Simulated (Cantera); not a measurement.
Cantera run:

```python
import numpy as np
import cantera as ct

gas_names = [...]  # 151 gases of nasa_gas.yaml made of C, H, N, O, Si
cond_names = """
    C(gr) C6H6(L) C7H8(L) C8H18(L),n-octa H2O(s) H2O(L) Si(cr) Si(L) SiC(b) SiO2(Lqz) SiO2(hqz) SiO2(L)
    Si2N2O(s) Si3N4(a)
""".split()


# ... load() reads the species with a 1 bar reference pressure and builds the phases ...
atoms = {
    'SiO2': {'Si': 1, 'O': 2},
    'CH4': {'C': 1, 'H': 4},
    'N2': {'N': 2},
}
top_T = {'C(gr)': 4500, 'SiC(b)': 3050, 'Si2N2O(s)': 2100, 'Si3N4(a)': 2400}  # K; cautious upper limits of use, not melting points


# ... equilibrate(T, P, feed) seeds the gas with the atoms and calls Mixture.equilibrate('TP', solver="vcs", rtol=1e-11, max_steps=5000) ...
results = []
feed = {'SiO2': 1, 'CH4': 2.4, 'N2': 2.9}  # mol
T = 2323  # K
for P in [10, 68, 460, 3200, 22000, 150000, 1000000]:
    mix = equilibrate(T, P, feed)
    results.append((T, P, feed, dict(zip(mix.species_names, mix.species_moles))))
    x = sorted(zip(gas.X, gas.species_names), reverse=True)
    print(f"T = {T:g} K  P = {P:g} Pa  gas = {mix.phase_moles(0):.4g} mol")
    print("   x: " + "  ".join(f"{s} {v:.3e}" for v, s in x if v > 0.0001))
    print("   condensed (mol): " + ("  ".join(f"{mix.phase(i).name} {mix.phase_moles(i):.4g}"
          for i in range(1, mix.n_phases) if mix.phase_moles(i) > 1e-12) or "none"))
```

Output:

```
T = 2323 K  P = 10 Pa  gas = 13.5 mol
   x: H 4.134e-01  N2 2.103e-01  CO 1.481e-01  H2 1.441e-01  Si 6.439e-02  SiC2 9.047e-03  HCN 7.422e-03  CN 9.408e-04  HNC 6.977e-04  C2H2,acetylene 6.565e-04  C3 2.325e-04  Si2C 2.011e-04  C 1.175e-04
   condensed (mol): none
T = 2323 K  P = 68 Pa  gas = 12 mol
   x: H2 2.819e-01  N2 2.356e-01  H 2.217e-01  CO 1.658e-01  Si 6.973e-02  HCN 1.056e-02  SiC2 9.055e-03  Si2C 1.542e-03  C2H2,acetylene 1.187e-03  HNC 9.931e-04  SiO 8.545e-04  CN 3.671e-04  SiH 3.405e-04  SiN 1.186e-04
   condensed (mol): none
T = 2323 K  P = 460 Pa  gas = 10.93 mol
   x: H2 3.828e-01  N2 2.598e-01  CO 1.769e-01  H 9.934e-02  Si 5.318e-02  HCN 9.882e-03  SiO 6.152e-03  Si2C 4.638e-03  SiC2 4.037e-03  C2H2,acetylene 9.421e-04  HNC 9.289e-04  SiH 7.870e-04  SiN 2.470e-04  Si2 2.294e-04  CN 1.133e-04
   condensed (mol): SiC(b) 0.1878
T = 2323 K  P = 3200 Pa  gas = 10.08 mol
   x: H2 4.518e-01  N2 2.844e-01  CO 1.741e-01  H 4.092e-02  SiO 2.424e-02  Si 1.530e-02  HCN 5.614e-03  Si2C 1.334e-03  SiH 6.486e-04  HNC 5.278e-04  SiC2 2.901e-04  C2H2,acetylene 2.778e-04  SiN 1.960e-04  Si2 1.320e-04
   condensed (mol): SiC(b) 0.5573
T = 2323 K  P = 22000 Pa  gas = 9.809 mol
   x: H2 4.780e-01  N2 2.928e-01  CO 1.720e-01  SiO 3.189e-02  H 1.605e-02  HCN 5.078e-03  Si 2.567e-03  HNC 4.774e-04  SiH 2.936e-04  Si2C 2.239e-04  C2H2,acetylene 2.208e-04  SiH2 1.218e-04
   condensed (mol): SiC(b) 0.6509
T = 2323 K  P = 150000 Pa  gas = 9.735 mol
   x: H2 4.868e-01  N2 2.951e-01  CO 1.720e-01  SiO 3.342e-02  H 6.203e-03  HCN 5.025e-03  HNC 4.724e-04  Si 3.855e-04  C2H2,acetylene 2.145e-04  SiH2 1.269e-04  SiH 1.162e-04
   condensed (mol): SiC(b) 0.6671
T = 2323 K  P = 1e+06 Pa  gas = 9.71 mol
   x: H2 4.896e-01  N2 2.959e-01  CO 1.721e-01  SiO 3.375e-02  HCN 5.023e-03  H 2.410e-03  HNC 4.722e-04  C2H2,acetylene 2.137e-04  CH4 1.474e-04  SiH2 1.283e-04  H2O 1.096e-04
   condensed (mol): SiC(b) 0.6696
```

These are equilibrium values from Cantera (NASA tables, ideal gas, pure condensed phases), not measurements of a reactor. The tables' values for SiN are old estimates; treat these amounts as uncertain. Gases not in the tables: Si2H6 and higher silanes.
